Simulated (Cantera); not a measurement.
Cantera run:

```python
import numpy as np
import cantera as ct

gas_names = """
    CL CLO CL2 N NO NO2 NO3 N2 N2O O O2 O3 Si SiCL SiCL2 SiCL3 SiCL4 SiN SiO SiO2 Si2 Si2N Si3
""".split()
cond_names = """
    Si(cr) Si(L) SiO2(Lqz) SiO2(hqz) SiO2(L) Si2N2O(s) Si3N4(a)
""".split()


# ... load() reads the species with a 1 bar reference pressure and builds the phases ...
atoms = {
    'SiCl4': {'Si': 1, 'CL': 4},
    'O2': {'O': 2},
    'N2': {'N': 2},
}
top_T = {'Si2N2O(s)': 2100, 'Si3N4(a)': 2400}  # K; cautious upper limits of use, not melting points


# ... equilibrate(T, P, feed) seeds the gas with the atoms and calls Mixture.equilibrate('TP', solver="vcs", rtol=1e-11, max_steps=5000) ...
results = []
T = 673.15  # K
P = 1333.22  # Pa
for m in [6.2, 16, 26, 36, 45, 55, 65, 75, 84]:
    feed = {'SiCl4': 1, 'O2': 0.42, 'N2': m}  # mol
    mix = equilibrate(T, P, feed)
    results.append((T, P, feed, dict(zip(mix.species_names, mix.species_moles))))

top = {s: max(r[3][s] / sum(r[3][g] for g in gas_names) for r in results) for s in gas_names}
cols = sorted((s for s in top if top[s] > 0.001), key=lambda s: -top[s])[:6]
seen = [c for c in cond_names if any(r[3].get(c, 0) > 1e-12 for r in results)]
print("log10 of partial pressures in bar; condensed amounts in mol")
print(f"{'n(N2)':>10s}" + "".join(f"{s[:9]:>10s}" for s in cols + seen))
for T, P, feed, n in results:
    ng = sum(n[g] for g in gas_names)
    print(f"{feed['N2']:10.4g}" + "".join(f"{np.log10(max(n[s] / ng * P / 1e5, 1e-99)):10.3f}" for s in cols)
          + "".join(f"{n.get(c, 0):10.4g}" for c in seen))
```

Output:

```
log10 of partial pressures in bar; condensed amounts in mol
     n(N2)        N2       CL2     SiCL4 SiO2(Lqz)
       6.2    -1.965    -2.833    -2.994      0.42
        16    -1.912    -3.192    -3.353      0.42
        26    -1.898    -3.389    -3.550      0.42
        36    -1.892    -3.524    -3.685      0.42
        45    -1.889    -3.618    -3.778      0.42
        55    -1.886    -3.702    -3.863      0.42
        65    -1.884    -3.773    -3.934      0.42
        75    -1.883    -3.834    -3.995      0.42
        84    -1.882    -3.882    -4.043      0.42
```

Equilibrium computed with Cantera from the NASA thermochemical tables; the gas is ideal and each condensed phase is pure.
